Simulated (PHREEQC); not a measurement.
1 kg of water holding 0.18 mol/kgw NaCl, 0.12 mol/kgw Na2CO3, 0.35 mol/kgw KCl and 0.042 mol/kgw Na2SO4 is evaporated at 25 °C; the solids stay in contact with the brine. CO2 is held at log p = -3.4 (atm). The run lets Arcanite, Burkeite, Glaserite, Halite, Kalicinite, Mirabilite, Misenite, Nahcolite, Natron, Sylvite, Thenardite, Trona precipitate or redissolve, and no other solid.

The series has 22 steps of water left (kg), from 0.9995 to 0.01294.

Model: Pitzer model, pitzer.dat, run in PHREEQC.

Which solids form, in which order, and at which step of the series does each first stand?

Glaserite from water left = 0.1405 kg (pH 10.01); Sylvite from water left = 0.09433 kg (pH 10.03); Trona from water left = 0.09433 kg (pH 10.03); Halite from water left = 0.05007 kg (pH 9.82).

Complexes and solids missing from the database can't appear.
